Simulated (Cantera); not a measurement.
AlN + H₂O + H₂ (chemical vapour transport)

Charge: 1 mol AlN, 0.045 mol H₂O, 0.046 mol H₂, at 952 °C and 0.700 bar.

Equilibrium computed with Cantera from the NASA thermochemical tables; the gas is ideal and each condensed phase is pure. Candidate condensed phases: Al, AlN, Al₂O₃, H₂O; 35 gas species. Mutual solubility and eutectic melting of coexisting phases are not modelled. Rates play no part.

```
Property                               Value
--------------------------------  ----------
x(H₂)                                  0.858
x(N₂)                                  0.141
x(NH₃)                               3.57e-5
x(H₂O)                               1.79e-6
n(AlN(s))                          0.970 mol
n(Al₂O₃(s))                       0.0150 mol
gas amount                        0.1060 mol
log10 activity of Al(l) (absent)       -7.40
```
